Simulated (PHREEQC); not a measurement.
**City or well water (model solution)**

Synthetic water in mg/L, 25 °C, pH 6.54, pe 0.6: Na 5.85; K 0.294; Ca 21; Mg 25.7; Cl 38; S(6) as SO4 19.6; Alkalinity as HCO3 122; Sr 0.107.

Valence states are taken as typed.

Model: ion-association model, phreeqc.dat, run in PHREEQC.

```yaml
ionic_strength: 0.00506 mol/kgw
specific_conductance: 350 µS/cm
charge_balance_error: -0.8 %
```

```tsv
species	molality	activity	log γ
HCO3-	0.00197	0.00183	-0.032
CO2	0.00119	0.00119	0.001
Cl-	0.00107	0.000993	-0.033
Mg+2	0.00102	0.000758	-0.128
Ca+2	0.000506	0.000376	-0.129
Na+	0.000254	0.000236	-0.033
SO4-2	0.000173	0.000128	-0.130
```

Precipitation was switched off in this run.
